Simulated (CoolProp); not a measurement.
A single-stage vapour-compression cycle with R22: evaporating at 195.15 K (dew point), condensing at 241.15 K (bubble point), superheat 2 K, subcooling 0 K, compressor efficiency 0.6, no pressure losses. Each further row changes one setting.

Model: reference Helmholtz-energy equation of state, Kamei 1995, in CoolProp.

```csv
case,cooling COP,pressure ratio,discharge temperature (K),refrigerating effect (kJ/kg),volumetric capacity (kJ/m³)
as stated,2.10,12.6,357.1,207,132
evaporating temperature 200.15 K,2.47,8.94,341.0,210,183
condensing temperature 236.15 K,2.40,10.1,342.5,213,135
subcooling 5 K,2.15,12.6,357.1,213,135
superheat 12 K,2.05,12.6,370.8,213,128
compressor efficiency 0.5,1.75,12.6,383.9,207,132
```
